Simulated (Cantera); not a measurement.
Cantera with NASA thermochemical tables; ideal gases at 1 bar, condensed phases pure. Values are per mole of reaction as written; species without (g) are pure solids or liquids, kept so even where they would boil at 1 bar.

4 F(g) + 2 PbS = S2(g) + 2 PbF2

```
T (K)  ΔH° (kJ)  ΔS° (J/K)  ΔG° (kJ)  log10 K
-----  --------  ---------  --------  -------
300     -1346.5     -363.5   -1237.4   215.45
623     -1341.8     -356.8   -1119.5    93.86
673     -1336.6     -348.8   -1101.8    85.52
723     -1330.9     -340.6   -1084.6    78.36
773     -1326.0     -334.2   -1067.8    72.15
823     -1322.6     -329.9   -1051.2    66.71
873           …          …         …        …
923           …          …         …        …
973     -1318.6     -325.3   -1002.1    53.80
1023    -1317.6     -324.2    -985.9    50.34
1073    -1317.9     -324.5    -969.6    47.20
```

Fill in the missing entries.


- 873, ΔH° (kJ): -1320.6
- 873, ΔS° (J/K): -327.5
- 873, ΔG° (kJ): -1034.7
- 873, log10 K: 61.91
- 923, ΔH° (kJ): -1319.5
- 923, ΔS° (J/K): -326.2
- 923, ΔG° (kJ): -1018.4
- 923, log10 K: 57.63
